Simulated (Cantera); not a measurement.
Input: 1 mol MgF₂, 1 mol O₂, 5.9 mol N₂, held at 1373.15 K and 0.140 Pa.

Method: chemical equilibrium by Gibbs-energy minimisation in Cantera with the NASA 1993 tables (ideal gas, pure condensed phases). Candidate condensed phases: Mg, MgF₂, MgO; 24 gas species. The numbers say what is thermodynamically allowed, not how fast it happens.

Base state: N₂ 0.747, MgF₂ 0.127, O₂ 0.126, NO 0.000469, O 0.000186, F 2.50e-5 (mole fractions); condensed: gas only.

Q: What changes in the equilibrium state with this change: temperature from 1373.15 K to 1998.15 K?

A: 
```csv
species,before,after
N₂,0.747,0.672
O,0.000186,0.125
MgF₂,0.127,0.0911
O₂,0.126,0.0501
Mg,1.39e-8,0.0127
MgF,3.18e-6,0.0104
F,2.50e-5,0.0358
MgO,<1e-9,1.59e-5
NO,0.000469,0.00344
```

Q: What changes in the equilibrium state with this change: temperature from 1373.15 K to 1548.15 K?

A: 
| species | before | after |
|---|---|---|
| N₂ | 0.747 | 0.745 |
| MgF₂ | 0.127 | 0.126 |
| O₂ | 0.126 | 0.125 |
| O | 0.000186 | 0.00228 |
| Mg | 1.39e-8 | 1.00e-5 |
| MgF | 3.18e-6 | 0.000142 |
| F | 2.50e-5 | 0.000162 |
| NO | 0.000469 | 0.00115 |
